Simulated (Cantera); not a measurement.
Feed: 1 mol Cr, 0.2 mol H2O, 3.9 mol H2, 47 mol N2, held at 2648 K.

These are equilibrium values from Cantera (NASA tables, ideal gas, pure condensed phases), not measurements of a reactor. Candidate condensed phases: Cr, CrN, Cr2N, Cr2O3, H2O; 29 gas species. Equilibrium is a limit: real reactors are often held back by kinetics, nucleation or transport.

x: gas mole fraction; nothing condenses.

```
P (Pa)    x N2         x H        x H2    x Cr         x O       x H2O         x N
-------  -----  ----------  ----------  ------  ----------  ----------  ----------
0.100    0.832       0.145     9.76e-6  0.0177     0.00354    1.02e-10    0.000973
0.600    0.833       0.145     5.85e-5  0.0177     0.00352     3.66e-9    0.000397
3.60     0.833       0.145    0.000349  0.0177     0.00348     1.29e-7    0.000162
22       0.835       0.142     0.00204  0.0177     0.00331     4.40e-6     6.57e-5
130      0.842       0.127     0.00970  0.0177     0.00270    0.000101     2.71e-5
770      0.860  (withheld)  (withheld)  0.0177  (withheld)  (withheld)  (withheld)
4600     0.880  (withheld)  (withheld)  0.0179  (withheld)  (withheld)  (withheld)
28000    0.892      0.0222      0.0640  0.0181     4.90e-5     0.00260     1.90e-6
170000   0.898     0.00948      0.0707  0.0183     7.97e-6     0.00283     7.75e-7
1000000  0.900     0.00399      0.0736  0.0183     1.34e-6     0.00293     3.20e-7
```

Q: Complete the blanks.

A: 
- 4600, x H: 0.0486
- 4600, x H2: 0.0502
- 4600, x O: 0.000291
- 4600, x H2O: 0.00199
- 4600, x N: 4.66e-6
- 770, x H: 0.0900
- 770, x H2: 0.0288
- 770, x O: 0.00128
- 770, x H2O: 0.000843
- 770, x N: 1.13e-5
